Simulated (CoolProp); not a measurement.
Vapour-liquid equilibrium of benzene (1) + p-xylene (2) at 199.65 °C; x and y are mole fractions of (1).

Values from CoolProp's multi-fluid Helmholtz-energy mixture model, Thol 2012 and Zhou 2012; pair parameters Bell 2016.

| x | bubble pressure, mixture model (MPa) | bubble pressure, Raoult's law (MPa) | y, mixture model | y, Raoult's law |
|---|---|---|---|---|
| 0.05 | 0.4532 | 0.4612 | 0.128 | 0.155 |
| 0.15 | 0.5425 | 0.5632 | [?] | 0.381 |
| 0.25 | [?] | 0.6651 | 0.483 | 0.537 |
| 0.35 | 0.7323 | 0.7671 | [?] | 0.652 |
| 0.45 | 0.8318 | 0.8690 | 0.695 | 0.740 |
| 0.55 | [?] | 0.9710 | 0.771 | 0.810 |
| 0.65 | [?] | 1.073 | 0.835 | 0.866 |
| 0.75 | 1.146 | 1.175 | [?] | 0.913 |
| 0.85 | 1.257 | 1.277 | 0.938 | 0.952 |
| 0.95 | 1.371 | 1.379 | 0.980 | 0.985 |

Problem. Fill in the missing entries.

Solution. 
- 0.15, y, mixture model: 0.331
- 0.25, bubble pressure, mixture model (MPa): 0.6357
- 0.35, y, mixture model: 0.601
- 0.55, bubble pressure, mixture model (MPa): 0.9340
- 0.65, bubble pressure, mixture model (MPa): 1.039
- 0.75, y, mixture model: 0.890

The largest gap from Raoult's law is -4.5 % in bubble pressure, at x = 0.35. No azeotrope shows between x = 0.05 and 0.95.

Pair parameters are fitted to limited data, so mixtures are less certain than the pure fluids.
